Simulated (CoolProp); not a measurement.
Vapour-liquid equilibrium of carbon dioxide (1) + ethane (2) at 2110 kPa; x and y are mole fractions of (1).

Values from CoolProp's multi-fluid Helmholtz-energy mixture model, Span 1996 and Bücker 2006; pair parameters Kunz 2012.

Q: Give the bubble temperature and the first vapour's composition at x = 0.05, 0.2, 0.65. Is there an azeotrope?

A: x = 0.05: 264.6 K, y = 0.103; x = 0.2: 257.0 K, y = 0.332; x = 0.65: 250.0 K, y = 0.659. y crosses x between x = 0.65 and 0.8: the model has an azeotrope there.

The pair parameters rest on a limited set of measurements; away from them the model extrapolates.
